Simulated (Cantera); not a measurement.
Feed: 1 mol SiC, 0.049 mol CO₂, 140 mol H₂, equilibrated at 10.0 mbar.

These are equilibrium values from Cantera (NASA tables, ideal gas, pure condensed phases), not measurements of a reactor. Candidate condensed phases: C, C₆H₆, C₇H₈, C₈H₁₈, H₂O, Si, SiC, SiO₂; 123 gas species. Mutual solubility and eutectic melting of coexisting phases are not modelled. The tables hold silica as quartz up to 1696 K and as liquid above; real silica turns to tridymite and cristobalite and melts near 1996 K. Gases not in the tables: Si₂H₆ and higher silanes. Rates play no part.

Which condensed phases are stable at each of these points (T (K)): 1198, 1298, 1398, 1498, 1598, 1698, 1798, 1898, 1998?


```json
[
 {"T (K)": "1198", "condensed phases": "SiC(s) + SiO₂(β-quartz)", "Si condensed (%)": "99.9"},
 {"T (K)": "1298", "condensed phases": "SiC(s)", "Si condensed (%)": "97.5"},
 {"T (K)": "1398", "condensed phases": "SiC(s)", "Si condensed (%)": "97.5"},
 {"T (K)": "1498", "condensed phases": "SiC(s)", "Si condensed (%)": "97.5"},
 {"T (K)": "1598", "condensed phases": "SiC(s)", "Si condensed (%)": "97.5"},
 {"T (K)": "1698", "condensed phases": "SiC(s)", "Si condensed (%)": "97.4"},
 {"T (K)": "1798", "condensed phases": "SiC(s)", "Si condensed (%)": "97.0"},
 {"T (K)": "1898", "condensed phases": "SiC(s)", "Si condensed (%)": "95.6"},
 {"T (K)": "1998", "condensed phases": "SiC(s)", "Si condensed (%)": "91.0"}
]
```

At 1198 K the condensed part is SiC(s) + SiO₂(β-quartz). From 1298 K to 1998 K the condensed part is SiC(s).
